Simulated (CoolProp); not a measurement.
Model: reference Helmholtz-energy equation of state, Thol 2016, in CoolProp.

Question: For hexamethyldisiloxane (MM), give the phase and the Z, cp (kJ/(kg K)), fugacity coefficient at 200.05 °C and 2.58 MPa; 285.05 °C and 2.58 MPa.

Answer: 
- 200.05 °C and 2.58 MPa: liquid; Z 0.195, cp 2.45, fugacity coefficient 0.311
- 285.05 °C and 2.58 MPa: supercritical; Z 0.535, cp 2.96, fugacity coefficient 0.663
